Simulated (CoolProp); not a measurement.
m-xylene along the isobar 0.101 MPa: density (kg/m³) from the reference equation and from simpler models built on Tc = 343.7 °C, pc = 3.535 MPa, ω = 0.326; each cubic takes its own stable root.

The numbers come from the reference Helmholtz-energy equation of state, Zhou 2012 in CoolProp.

```
T (°C)  phase  reference  van der Waals  Soave-Redlich-Kwong
------  -----  ---------  -------------  -------------------
143.85    gas      3.226          3.161                3.202
149.85    gas      3.173          3.114                3.152
155.75    gas      3.122          3.069                3.104
161.75    gas      3.073          3.024                3.057
167.75    gas      3.026          2.981                3.012
173.65    gas      2.981          2.940                2.969
179.65    gas      2.937          2.900                2.926
185.55    gas      2.895          2.861                2.885
191.55    gas      2.854          2.823                2.845
197.55    gas      2.814          2.785                2.806
203.45    gas      2.776          2.749                2.769
209.45    gas      2.738          2.714                2.732
215.45    gas      2.702          2.679                2.696
221.35    gas      2.667          2.646                2.662
```
